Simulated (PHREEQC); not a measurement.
Solution (25 °C): 130 mmol/kgw MnSO4, 12 mmol/kgw H2SO4 and 41 mmol/kgw NaCl. Closed to the air; pH follows from the charge balance.

Model: ion-association model, wateq4f.dat, run in PHREEQC.

| quantity | before | after |
|---|---|---|
| pH | 2.18 | 1.94 |
| Mn+2 (mol/kgw) | 0.0720 | 0.0175 |
| SO4-2 (mol/kgw) | 0.0684 | 0.0193 |
| MnSO4 (mol/kgw) | 0.0550 | 0.00751 |
| HSO4- (mol/kgw) | 0.0154 | 0.00983 |
| SI of Mirabilite (Na2SO4:10H2O) | -3.82 | -4.10 |
| SI of Halite (NaCl) | -4.74 | -4.62 |

**Question.** Name the change that produced these shifts.
A. 0.1 mol/kgw NH3 added
B. temperature from 25 to 90 °C
C. H2SO4 replaced by NH4HSO4 at the same molality
D. MnSO4 from 0.13 to 0.026 mol/kgw
E. 0.015 mol/kgw TMAH added

**Answer.** D, MnSO4 from 0.13 to 0.026 mol/kgw

Precipitation was switched off in this run.
